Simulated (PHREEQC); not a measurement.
A solution holds 8 mmol/kgw Al2(SO4)3, 0.405 mmol/kgw ZnCl2, 0.0165 mmol/kgw HCl and 3.35 mmol/kgw Na2SO4, at 25 °C. Closed to the air; pH follows from the charge balance.

The numbers come from PHREEQC with the ion-association model, phreeqc.dat.

### Question
The ionic strength comes out as 0.0440 mol/kgw. What activity coefficients do Al+3, H+, AlSO4+, Al(SO4)2-, SO4-2 get?

### Answer
Al+3 0.25, H+ 0.86, AlSO4+ 0.83, Al(SO4)2- 0.83, SO4-2 0.48.

This is a speciation only: nothing precipitates in the calculation. The solution is supersaturated, for example in Gibbsite (slow to form), so a real one may precipitate; this is no full list. Complexes and solids missing from the database can't appear.
